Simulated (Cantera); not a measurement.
An adiabatic, constant-volume homogeneous reactor starts with H2 : O2 : N2 = 1 : 0.357 : 1.34 (molar parts), at 1600 K and 10.0 bar. Integrator tolerance rtol = 1e-08.

Detailed kinetics in Cantera: GRI-Mech 3.0 (53 species, 325 reactions). The hydrogen kinetics of GRI-Mech 3.0 are dated; newer H2 mechanisms differ, most at raised pressure. Above 3000 K some thermodynamic fits are extrapolated.

```csv
quantity,before,after
time of steepest temperature rise,1.02 µs,0.454 µs
temperature at 0.400 s,3283 K,3387 K
equilibrium temperature,3283 K,3387 K
x(H2) at 0.400 s,0.129 (gas-phase equilibrium 0.129),0.129 (gas-phase equilibrium 0.129)
x(O2) at 0.400 s,0.00249 (gas-phase equilibrium 0.00249),0.00170 (gas-phase equilibrium 0.00170)
x(OH) at 0.400 s,0.0237 (gas-phase equilibrium 0.0237),0.0204 (gas-phase equilibrium 0.0204)
x(O) at 0.400 s,0.00321 (gas-phase equilibrium 0.00321),0.00213 (gas-phase equilibrium 0.00213)
x(H) at 0.400 s,0.0295 (gas-phase equilibrium 0.0295),0.0229 (gas-phase equilibrium 0.0229)
x(NO) at 0.400 s,0.00596 (gas-phase equilibrium 0.00596),0.00548 (gas-phase equilibrium 0.00548)
x(N2O) at 0.400 s,1.23e-6 (gas-phase equilibrium 1.23e-6),1.91e-6 (gas-phase equilibrium 1.91e-6)
```

Which change was made?
A. pressure from 10.0 bar to 1.01 bar
B. N2 1.34 to 2.4 parts
C. initial temperature 1600 to 1423 K
D. pressure from 10.0 bar to 27.0 bar

D, pressure from 10.0 bar to 27.0 bar
